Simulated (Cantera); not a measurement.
An isothermal, constant-pressure homogeneous reactor starts with H2 : O2 = 0.073 : 1 (molar parts), equivalence ratio 0.036, at 1225 K and 0.0263 atm. Integrator tolerance rtol = 1e-08.

Computed with Cantera and GRI-Mech 3.0 (53 species, 325 reactions). Radical loss at walls, strong at low pressure, is not modelled. The temperature is held fixed by assumption; the heat of reaction is taken as removed at once.

**Question.** What does this change do: pressure from 0.0263 atm to 0.00109 atm?

**Answer.** 
| quantity | before | after |
|---|---|---|
| x(H2) at 3.00 s | 9.39e-8 (gas-phase equilibrium 9.52e-9) | 0.000855 (gas-phase equilibrium 4.69e-8) |
| x(O2) at 3.00 s | 0.930 (gas-phase equilibrium 0.930) | 0.902 (gas-phase equilibrium 0.930) |
| x(O) at 3.00 s | 2.44e-6 (gas-phase equilibrium 2.50e-7) | 0.0240 (gas-phase equilibrium 1.23e-6) |
| x(OH) at 3.00 s | 3.95e-5 (gas-phase equilibrium 1.26e-5) | 0.00372 (gas-phase equilibrium 2.80e-5) |
| x(H2O2) at 3.00 s | 2.30e-9 (gas-phase equilibrium 3.31e-10) | 9.85e-9 (gas-phase equilibrium 6.72e-11) |
| x(H2O) at 3.00 s | 0.0704 (gas-phase equilibrium 0.0704) | 0.0638 (gas-phase equilibrium 0.0704) |
